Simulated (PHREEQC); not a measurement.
Dissolve 20 mmol/kgw NaAlO2 at 85 °C. Closed to the air; pH follows from the charge balance.

Equilibrium calculation in PHREEQC: ion-association model, phreeqc.dat.

No solid was allowed to form.

Problem. Estimate the pH, ionic strength.

Solution. pH 7.84; ionic strength 0.0200 mol/kgw.

Examples of supersaturated solids here: Al(OH)3(a), Gibbsite (slow to form). Others may be too. At this temperature some constants are extrapolated from 25 °C, and those without enthalpy data are left unchanged.
